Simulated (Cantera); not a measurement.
Input: 1 mol CsOH, 0.43 mol O2, equilibrated at 1050 K and 0.100 bar.

Cantera equilibrium calculation (NASA polynomials, part measured and part estimated; ideal gas, pure solids and liquids). Candidate condensed phases: Cs, CsOH, H2O; 15 gas species. Equilibrium is a limit: real reactors are often held back by kinetics, nucleation or transport.

Base state: CsOH 0.600, O2 0.324, Cs2(OH)2 0.0766, Cs 3.81e-5, H2O 2.34e-5 (mole fractions); condensed: gas only.

### Question
What changes in the equilibrium state with this change: temperature from 1050 K to 1523 K?

### Answer
```
species    before     after
--------  -------  --------
CsOH        0.600     0.689
O2          0.324     0.301
Cs        3.81e-5   0.00650
Cs2(OH)2   0.0766  0.000214
OH        8.84e-9   3.40e-5
H2O       2.34e-5   0.00336
CsO       2.31e-6  0.000236
Cs2O      3.24e-6   1.46e-5
```

### Question
What changes in the equilibrium state with this change: CsOH replaced by CaCO3?

### Answer
```
species       before  after
-----------  -------  -----
CO2                0  0.699
O2             0.324  0.301
CsOH           0.600      0
Cs2(OH)2      0.0766      0
Cs           3.81e-5      0
H2O          2.34e-5      0
CaO(s), mol        0   1.00
```
Further candidate phases: C, Ca, CaCO3, CaO.
